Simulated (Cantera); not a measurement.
A Cantera script and what it prints.

```python
import numpy as np
import cantera as ct

gas_names = """
    AL ALCL ALCL2 ALCL3 ALH ALN AL2 AL2CL6 CL CL2 H HCL H2 N NH NH2 NH3 N2 N2H2 N2H4
""".split()
cond_names = """
    AL(cr) AL(L) ALCL3(s) ALCL3(L) ALN(s) NH4CL(a) NH4CL(b)
""".split()


def load(file, names, dense=False):
    # The tables refer to 1 bar. Condensed volumes are neglected.
    table = {s.name: s for s in ct.Species.list_from_file(file)}
    out = []
    for n in names:
        d = dict(table[n].input_data)
        d["thermo"] = dict(d["thermo"], **{"reference-pressure": 1e5})
        if dense:
            d["equation-of-state"] = {"model": "constant-volume", "density": "1e6 g/cm^3"}
        out.append(ct.Species.from_dict(d))
    return out


gas = ct.Solution(thermo="ideal-gas", species=load("nasa_gas.yaml", gas_names))
cond = {s.name: ct.Solution(thermo="fixed-stoichiometry", species=[s], name=s.name)
        for s in load("nasa_condensed.yaml", cond_names, dense=True)}
atoms = {
    'Al': {'AL': 1},
    'HCl': {'H': 1, 'CL': 1},
    'N2': {'N': 2},
}
top_T = {'ALN(s)': 2750}  # K; cautious upper limits of use, not melting points


def equilibrate(T, P, feed):
    n = {}
    for name, mol in feed.items():
        for a, k in atoms[name].items():
            n[a] = n.get(a, 0.0) + k * mol
    gas.TPX = T, P, n
    mass = sum(n.values()) * gas.mean_molecular_weight
    gas.equilibrate("TP")
    valid = [c for c in cond.values() if c.min_temp <= T <= top_T.get(c.name, c.max_temp)]
    mix = ct.Mixture([(gas, mass / gas.mean_molecular_weight)] + [(c, 0.0) for c in valid])
    mix.T, mix.P = T, P
    mix.equilibrate("TP", solver="vcs", rtol=1e-11, max_steps=5000)
    return mix


results = []
T = 1325  # K
P = 45000  # Pa
for m in [2, 2.9, 4.2, 5.9, 8.4, 12, 17]:
    feed = {'Al': 1, 'HCl': m, 'N2': 0.3}  # mol
    mix = equilibrate(T, P, feed)
    results.append((T, P, feed, dict(zip(mix.species_names, mix.species_moles))))

top = {s: max(r[3][s] / sum(r[3][g] for g in gas_names) for r in results) for s in gas_names}
cols = sorted((s for s in top if top[s] > 1e-05), key=lambda s: -top[s])[:6]
seen = [c for c in cond_names if any(r[3].get(c, 0) > 1e-12 for r in results)]
print("log10 of partial pressures in bar; condensed amounts in mol")
print(f"{'n(HCl)':>10s}" + "".join(f"{s[:9]:>10s}" for s in cols + seen))
for T, P, feed, n in results:
    ng = sum(n[g] for g in gas_names)
    print(f"{feed['HCl']:10.4g}" + "".join(f"{np.log10(max(n[s] / ng * P / 1e5, 1e-99)):10.3f}" for s in cols)
          + "".join(f"{n.get(c, 0):10.4g}" for c in seen))
```

Output:

```
log10 of partial pressures in bar; condensed amounts in mol
    n(HCl)       HCL        H2     ALCL3        N2     ALCL2    AL2CL6    ALN(s)
         2    -1.272    -0.651    -0.828    -1.611    -3.484    -4.102    0.4042
       2.9    -1.256    -0.670    -0.847    -1.420    -3.528    -4.139    0.1438
       4.2    -0.869    -0.773    -0.950    -1.472    -4.068    -4.344         0
       5.9    -0.640    -0.927    -1.103    -1.626    -4.528    -4.651         0
       8.4    -0.528    -1.085    -1.261    -1.783    -4.877    -4.967         0
        12    -0.464    -1.243    -1.419    -1.942    -5.178    -5.283         0
        17    -0.426    -1.396    -1.572    -2.095    -5.446    -5.590         0
```

Method: chemical equilibrium by Gibbs-energy minimisation in Cantera with the NASA 1993 tables (ideal gas, pure condensed phases). The tables' values for AlCl2 are old estimates; treat these amounts as uncertain.
